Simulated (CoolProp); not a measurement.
200 sccm (0 °C, 1 atm) of nitrogen bubbles through liquid tetrahydrofuran at 307.1 K and leaves saturated at a total pressure of 0.15 MPa (ideal gas phase). Each further row changes one setting.

Values from CoolProp's reference Helmholtz-energy equation of state, Fiedler 2023.

| case | vapour pressure (kPa) | mole fraction of vapour | delivery (mg/min) | delivery (sccm) | change of delivery for a bath 1 K warmer (%) |
|---|---|---|---|---|---|
| as stated | 31.6 | 0.211 | (withheld) | 53.4 | 5.3 |
| bath temperature 312.1 K | 38.6 | 0.258 | 223 | (withheld) | (withheld) |
| total pressure 0.3 MPa | 31.6 | (withheld) | 75.8 | (withheld) | (withheld) |

Question: Fill in the missing entries.

Answer: 
- as stated, delivery (mg/min): 172
- bath temperature 312.1 K, delivery (sccm): 69.4
- bath temperature 312.1 K, change of delivery for a bath 1 K warmer (%): 5.5
- total pressure 0.3 MPa, mole fraction of vapour: 0.105
- total pressure 0.3 MPa, delivery (sccm): 23.6
- total pressure 0.3 MPa, change of delivery for a bath 1 K warmer (%): 4.7
